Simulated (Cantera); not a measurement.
Input: 1 mol Si, 0.0081 mol H2O, a varied amount of N2, equilibrated at 1773 K and 0.210 Pa.

Equilibrium computed with Cantera from the NASA thermochemical tables; the gas is ideal and each condensed phase is pure. Candidate condensed phases: H2O, Si, SiO2, Si2N2O, Si3N4; 35 gas species. The tables' values for SiN are old estimates; treat these amounts as uncertain. The numbers say what is thermodynamically allowed, not how fast it happens.

x: gas mole fraction; nothing condenses.

```csv
n(N2) (mol),x N2,x Si,x H,x SiO,x Si2
4.7,0.823,0.173,[?],0.00142,0.000164
8.4,0.892,0.105,[?],0.000860,6.06e-5
15,0.937,0.0618,[?],0.000506,2.10e-5
26,0.962,0.0367,[?],0.000300,7.37e-6
47,0.979,0.0206,[?],0.000169,2.34e-6
84,0.988,0.0117,[?],9.53e-5,7.45e-7
150,0.993,0.00656,[?],5.36e-5,2.36e-7
260,0.996,0.00380,[?],3.10e-5,7.91e-8
470,0.998,0.00210,[?],1.72e-5,2.43e-8
```

Problem. Some entries are withheld; supply them.

Solution. 
- 4.7, x H: 0.00251
- 8.4, x H: 0.00159
- 15, x H: 0.000963
- 26, x H: 0.000582
- 47, x H: 0.000332
- 84, x H: 0.000189
- 150, x H: 0.000107
- 260, x H: 6.19e-5
- 470, x H: 3.43e-5
